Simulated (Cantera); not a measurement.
An isothermal, constant-pressure homogeneous reactor starts with 10.9 % H2, 16.5 % O2, 72.6 % N2, equivalence ratio 0.33, at 1375 K and 1.00 bar.

Detailed kinetics in Cantera: the H2/O2 subset of GRI-Mech 3.0, which has no nitrogen chemistry. The temperature is held fixed by assumption; the heat of reaction is taken as removed at once.

One state of this run: x H2 = 4.40e-6; x O2 = 0.117; x H2O2 = 8.61e-8; x H2O = 0.115; x O = 8.09e-6. x: mole fraction; the columns are a selection and need not sum to one.

Q: Which value of t (s) does it belong to?
A) 0.0176
B) 0.387
C) 0.0381
D) 0.00173

A: D, 0.00173
